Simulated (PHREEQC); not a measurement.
A PHREEQC speciation (ion-association model, wateq4f.dat) at 88 °C gives pH 1.91 and these molalities:

| species | mol/kgw |
|---|---|
| Cl- | 0.0576 |
| H+ | 0.0151 |
| FeOH+2 | 0.00868 |
| FeCl+2 | 0.00519 |
| Fe2(OH)2+4 | 0.00223 |
| Fe+3 | 0.00175 |
| H3AsO4 | 0.000974 |
| Fe(OH)2+ | 0.000752 |
| H2AsO4- | 0.000326 |
| FeCl2+ | 8.65e-5 |
| Fe3(OH)4+5 | 2.62e-5 |
| FeCl3 | 2.77e-7 |

Q: What are the element totals, and what could have been dissolved in 1 kg of water to give them?

A: Several could match; the one computed here: totals As(5) 0.00130, Cl 0.0630, Fe(3) 0.0210 mol/kgw, from 0.0013 mol/kgw H3AsO4 and 0.021 mol/kgw FeCl3.

This is a speciation only: nothing precipitates in the calculation. Examples of supersaturated solids here: Hematite (slow to form), Goethite (slow to form). Others may be too. The database's scorodite may be far more soluble than the real mineral, and it has no iron arsenate complexes; the constant wasn't checked at its source. At this temperature some constants are extrapolated from 25 °C, and those without enthalpy data are left unchanged.
